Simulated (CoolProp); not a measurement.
Vapour-liquid equilibrium of ethanol (1) + ethylbenzene (2) at 0.455 bar; x and y are mole fractions of (1).

Model: multi-fluid Helmholtz-energy mixture model, Schroeder 2014 and Zhou 2012; pair parameters Bell 2016, in CoolProp.

| x | bubble temperature, mixture model (K) | bubble temperature, Raoult's law (K) | y, mixture model | y, Raoult's law |
|---|---|---|---|---|
| 0.05 | 356.1 | 374.3 | 0.600 | 0.256 |
| 0.125 | 342.7 | 366.1 | 0.775 | 0.481 |
| 0.2 | 337.7 | 360.1 | 0.825 | 0.618 |
| 0.275 | 335.6 | 355.3 | 0.845 | 0.709 |
| 0.35 | 334.7 | 351.4 | 0.853 | 0.776 |
| 0.425 | 334.3 | 348.1 | 0.857 | 0.825 |
| 0.5 | 334.1 | 345.3 | 0.859 | 0.865 |
| 0.575 | 334.0 | 342.8 | 0.861 | 0.896 |
| 0.65 | 333.8 | 340.6 | 0.865 | 0.922 |
| 0.725 | 333.5 | 338.5 | 0.872 | 0.944 |
| 0.8 | 333.2 | 336.7 | 0.886 | 0.962 |
| 0.875 | 332.8 | 335.1 | 0.911 | 0.978 |
| 0.95 | 332.6 | 333.5 | 0.955 | 0.992 |

The largest gap from Raoult's law is -23.4 K in bubble temperature, at x = 0.125. No azeotrope shows between x = 0.05 and 0.95.

Pair parameters are fitted to limited data, so mixtures are less certain than the pure fluids. With so large a gap from Raoult's law the liquid may split in two, which this calculation doesn't test in full.
